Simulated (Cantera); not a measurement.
A closed system holds: 1 mol CH2F2, 0.51 mol HCl, 0.17 mol H2, at 1.33 mbar.

These are equilibrium values from Cantera (NASA tables, ideal gas, pure condensed phases), not measurements of a reactor. Candidate condensed phases: C, C6H6, C7H8, C8H18; 118 gas species. Kinetics and transport are ignored.

Task: Which condensed phases are stable at each of these points (T (K)): 2798, 2848, 2898, 2948, 2998, 3048, 3098, 3148, 3198, 3248, 3298, 3348?

Result: 
```csv
T (K),condensed phases,C condensed (%)
2798,C(graphite),69.4
2848,C(graphite),42.1
2898,gas only,0.0
2948,gas only,0.0
2998,gas only,0.0
3048,gas only,0.0
3098,gas only,0.0
3148,gas only,0.0
3198,gas only,0.0
3248,gas only,0.0
3298,gas only,0.0
3348,gas only,0.0
```

From 2798 K to 2848 K the condensed part is C(graphite). From 2898 K to 3348 K nothing is condensed.
